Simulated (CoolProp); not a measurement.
100 sccm (0 °C, 1 atm) of nitrogen bubbles through liquid the fluoroketone C6F12O (FK-5-1-12) at 296 K and leaves saturated at a total pressure of 0.15 MPa (ideal gas phase). Each further row changes one setting.

The numbers come from the reference Helmholtz-energy equation of state, McLinden 2015 in CoolProp.

```csv
case,vapour pressure (kPa),mole fraction of vapour,delivery (mg/min),delivery (sccm),change of delivery for a bath 1 K warmer (%)
as stated,36.9,…,…,…,…
bath temperature 301 K,45.5,…,…,43.5,6.1
total pressure 0.3 MPa,36.9,…,198,14.0,…
```

Task: Fill in the missing entries.

Result: 
- as stated, mole fraction of vapour: 0.246
- as stated, delivery (mg/min): 460
- as stated, delivery (sccm): 32.6
- as stated, change of delivery for a bath 1 K warmer (%): 5.9
- bath temperature 301 K, mole fraction of vapour: 0.303
- bath temperature 301 K, delivery (mg/min): 614
- total pressure 0.3 MPa, mole fraction of vapour: 0.123
- total pressure 0.3 MPa, change of delivery for a bath 1 K warmer (%): 5.0
